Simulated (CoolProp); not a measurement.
Vapour-liquid equilibrium of isobutene (1) + n-butane (2) at 103.45 °C; x and y are mole fractions of (1).

The numbers come from the multi-fluid Helmholtz-energy mixture model, Lemmon 2005 and Bücker 2006; pair parameters Bell 2016 in CoolProp.

```
x      bubble pressure (MPa)  y at the bubble point  dew pressure at overall composition x (MPa)  liquid density (mol/L)
-----  ---------------------  ---------------------  -------------------------------------------  ----------------------
0.05                   1.651                  0.057                                        1.648                   7.940
0.125                    [?]                  0.141                                        1.674                   7.961
0.2                    1.706                  0.221                                        1.699                   7.983
0.275                  1.732                  0.300                                        1.724                   8.006
0.35                   1.758                    [?]                                        1.749                   8.030
0.425                  1.782                  0.453                                        1.773                   8.056
0.5                    1.806                  0.528                                        1.797                   8.082
0.575                  1.830                  0.601                                        1.821                   8.109
0.65                   1.852                  0.673                                          [?]                   8.137
0.725                  1.875                  0.744                                        1.869                   8.166
0.8                    1.897                  0.815                                        1.892                   8.196
0.875                  1.919                  0.885                                        1.916                   8.227
0.95                   1.940                  0.954                                        1.939                   8.259
```

Problem. Some entries are withheld; supply them.

Solution. 
- 0.125, bubble pressure (MPa): 1.679
- 0.35, y at the bubble point: 0.378
- 0.65, dew pressure at overall composition x (MPa): 1.845

No azeotrope shows between x = 0.05 and 0.95.

The pair parameters rest on a limited set of measurements; away from them the model extrapolates.
